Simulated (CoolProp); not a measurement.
Properties of ethylene along the isotherm 52.35 °C.

Model: reference Helmholtz-energy equation of state, Smukala 2000, in CoolProp.

```tsv
p (bar)	phase	Z	cv (kJ/(kg K))	Joule-Thomson coefficient (K/MPa)	isothermal compressibility (1/MPa)	fugacity coefficient
1.59	gas	0.9932	1.329	8.161	6.333	0.9932
2.58	gas	0.9889	1.331	8.175	3.920	0.9890
4.16	gas	0.9820	?	8.198	2.448	0.9822
6.72	gas	0.9708	1.338	8.234	1.534	?
10.9	gas	0.9521	1.347	8.292	0.9648	0.9538
17.5	gas	0.9219	1.360	8.378	0.6219	0.9263
28.4	gas	0.8696	?	8.496	0.4089	0.8817
45.8	gas	0.7792	1.434	8.547	0.2885	0.8125
74	supercritical	0.6141	1.530	7.597	0.2331	0.7052
120	supercritical	0.4722	1.554	2.909	0.07841	0.5595
193	supercritical	0.5771	1.519	0.8007	0.01945	0.4437
312	supercritical	0.8075	1.523	0.08641	0.008014	0.3810
504	supercritical	1.171	1.547	-0.2428	0.004067	0.3767
```

Q: Some entries are withheld; supply them.

A: 
- 4.16, cv (kJ/(kg K)): 1.334
- 6.72, fugacity coefficient: 0.9714
- 28.4, cv (kJ/(kg K)): 1.386
